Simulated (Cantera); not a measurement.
A closed system holds: 1 mol Fe₃O₄, 0.71 mol C, 0.022 mol CO, equilibrated at 1423 K and 0.110 bar.

These are equilibrium values from Cantera (NASA tables, ideal gas, pure condensed phases), not measurements of a reactor. Candidate condensed phases: C, Fe, Fe(CO)₅, FeO, Fe₂O₃, Fe₃O₄; 15 gas species. The tables' stoichiometric FeO is somewhat more stable than real wüstite, so its field is too wide. FeO: taken at fixed stoichiometry. Kinetics and transport are ignored.

Base state: CO 0.604, CO₂ 0.396 (mole fractions); condensed: FeO(s).

**Question.** What changes in the equilibrium state with this change: temperature from 1423 K to 2073 K?

**Answer.** 
| species | before | after |
|---|---|---|
| CO | 0.604 | 0.602 |
| CO₂ | 0.396 | 0.397 |
| Fe | 6.28e-8 | 0.00108 |
| FeO | <1e-9 | 8.17e-5 |
| O₂ | <1e-9 | 2.24e-5 |
| O | <1e-9 | 1.64e-5 |
| FeO(s), mol | 3.00 | 0 |
| FeO(l), mol | 0 | 3.00 |

**Question.** What changes in the equilibrium state with this change: 0.0066 mol H₂O added?

**Answer.** 
| species | before | after |
|---|---|---|
| CO | 0.604 | 0.595 |
| CO₂ | 0.396 | 0.396 |
| H₂O | 0 | 0.00537 |
| H₂ | 0 | 0.00356 |
| FeO(s), mol | 3.00 | 3.00 |
Further candidate phases: C₆H₆, C₇H₈, C₈H₁₈, Fe(OH)₂, Fe(OH)₃, H₂O.

**Question.** What changes in the equilibrium state with this change: C from 0.71 to 0.87 mol?

**Answer.** 
```
species      before  after
-----------  ------  -----
CO            0.604  0.854
CO₂           0.396  0.146
FeO(s), mol    3.00   3.00
```
